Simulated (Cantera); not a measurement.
Charge: 1 mol C3H8, 0.51 mol CO2, 2.5 mol N2, held at 2398 K and 10.0 Torr.

Equilibrium computed with Cantera from the NASA thermochemical tables; the gas is ideal and each condensed phase is pure. Candidate condensed phases: C, C6H6, C7H8, C8H18, H2O; 136 gas species. Rates play no part.

Base state: H2 0.448, N2 0.306, CO 0.129, H 0.0913, HCN 0.0201, C2H2 (acetylene) 0.00309, HNC 0.00208, CN 0.000204 (mole fractions); condensed: C(graphite).

Problem. What changes in the equilibrium state with this change: CO2 from 0.51 to 1.3 mol?

Solution. 
| species | before | after |
|---|---|---|
| H2 | 0.448 | 0.368 |
| CO | 0.129 | 0.274 |
| N2 | 0.306 | 0.254 |
| HCN | 0.0201 | 0.0166 |
| H | 0.0913 | 0.0828 |
| C2H2 (acetylene) | 0.00309 | 0.00254 |
| HNC | 0.00208 | 0.00172 |
| C(graphite), mol | 2.26 | 1.47 |

Problem. What changes in the equilibrium state with this change: pressure from 10.0 Torr to 100 Torr?

Solution. 
```
species             before    after
----------------  --------  -------
H2                   0.448    0.493
N2                   0.306    0.316
CO                   0.129    0.134
H                   0.0913   0.0303
HCN                 0.0201   0.0214
CN                0.000204  6.55e-5
C2H                3.61e-5  1.20e-5
C2H2 (acetylene)   0.00309  0.00341
C(graphite), mol      2.26     2.26
```

Problem. What changes in the equilibrium state with this change: C3H8 replaced by toluene?

Solution. 
| species | before | after |
|---|---|---|
| H2 | 0.448 | 0.448 |
| N2 | 0.306 | 0.306 |
| CO | 0.129 | 0.129 |
| HNC | 0.00208 | 0.00208 |
| C2N2 | 1.26e-5 | 1.26e-5 |
| HCN | 0.0201 | 0.0201 |
| H | 0.0913 | 0.0913 |
| CN | 0.000204 | 0.000204 |
| C2H | 3.61e-5 | 3.61e-5 |
| C(graphite), mol | 2.26 | 6.26 |
